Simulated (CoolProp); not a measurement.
The numbers come from the reference Helmholtz-energy equation of state, Span 2000 in CoolProp.

**Question.** For nitrogen, give the phase and the density (kg/m³), cv (kJ/(kg K)), speed of sound (m/s), expansivity (1/kK) at -137.75 °C and 23.8 MPa.

**Answer.** 
- -137.75 °C and 23.8 MPa: supercritical; density 645, cv 0.926, speed of sound 647, expansivity 5.91
